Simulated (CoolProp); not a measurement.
The fluid at 293.15 K and 0.372 MPa is throttled through a valve to 0.133 MPa with no heat exchange. The same conditions are run with several fluids, on thermodynamics alone (safety and materials aside).

Model: reference Helmholtz-energy equation of state of each fluid (ammonia: Gao 2020; chlorine: Thol 2021; R115: Lemmon 2016; hydrogen chloride: Thol 2018; carbonyl sulfide: Lemmon 2006), in CoolProp.

| fluid | temperature change (K) | final density (kg/m³) |
|---|---|---|
| ammonia | -7.4 | (withheld) |
| chlorine | (withheld) | 4.05 |
| R115 | -3.7 | 8.77 |
| hydrogen chloride | (withheld) | 2.03 |
| carbonyl sulfide | (withheld) | 3.39 |

Q: What belongs in the gaps?

A: 
- ammonia, final density (kg/m³): 0.970
- chlorine, temperature change (K): -7.7
- hydrogen chloride, temperature change (K): -4.0
- carbonyl sulfide, temperature change (K): -5.2
